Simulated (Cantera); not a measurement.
Gas mixture: 31.5 % CH₄, 5.55 % H₂, 63.0 % CO₂, at 7600 Pa, frozen composition.

Cantera's kinetic-theory transport with the Lennard-Jones parameters of GRI-Mech 3.0, ideal gas; thermal conductivity in the multicomponent form. The composition is frozen, though it would react at the higher temperatures.

D: mixture-averaged diffusion coefficient of that species in the mixture.

| T (K) | ρ (kg/m³) | cp (J/kg/K) | μ (µPa s) | λ (mW/m/K) | Pr | D (cm²/s) NO | D (cm²/s) CH₃ | D (cm²/s) H₂O |
|---|---|---|---|---|---|---|---|---|
| 400 | 0.0751 | 1228 | 18.8 | 36.8 | 0.626 | 4.03 | 4.46 | 4.40 |
| 550 | 0.0546 | ? | ? | ? | 0.637 | ? | ? | ? |
| 700 | 0.0429 | 1561 | 29.5 | 71.8 | 0.642 | 10.7 | 12.0 | 12.9 |
| 850 | 0.0354 | 1687 | ? | ? | 0.643 | ? | ? | ? |
| 1000 | 0.0300 | 1796 | 38.2 | 107 | 0.643 | 19.5 | 22.1 | 24.8 |
| 1150 | 0.0261 | 1884 | 42.1 | 124 | 0.642 | 24.7 | 27.9 | 31.8 |

Problem. Complete the blanks.

Solution. 
- 550, cp (J/kg/K): 1407
- 550, μ (µPa s): 24.5
- 550, λ (mW/m/K): 54.0
- 550, D (cm²/s) NO: 7.04
- 550, D (cm²/s) CH₃: 7.87
- 550, D (cm²/s) H₂O: 8.19
- 850, μ (µPa s): 34.0
- 850, λ (mW/m/K): 89.4
- 850, D (cm²/s) NO: 14.8
- 850, D (cm²/s) CH₃: 16.7
- 850, D (cm²/s) H₂O: 18.5
